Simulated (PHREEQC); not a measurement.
Consider water at 65 °C with 0.02 mol/kgw NH4HF2, 0.00056 mol/kgw H2SiF6 and 0.12 mol/kgw H3PO4. Closed to the air; pH follows from the charge balance.

The numbers come from PHREEQC with the ion-association model, wateq4f.dat.

No solid was allowed to form.

Q: Estimate the pH, ionic strength.

A: pH 1.86; ionic strength 0.0366 mol/kgw.

Q: In which forms is P present?

A: H3PO4 72 %, H2PO4- 28 % of the P.

H3PO4, which wateq4f.dat lacks, is added to it with the constant of phreeqc.dat. At this temperature some constants are extrapolated from 25 °C, and those without enthalpy data are left unchanged. SiF6-2 is the database's only silicon fluoride.
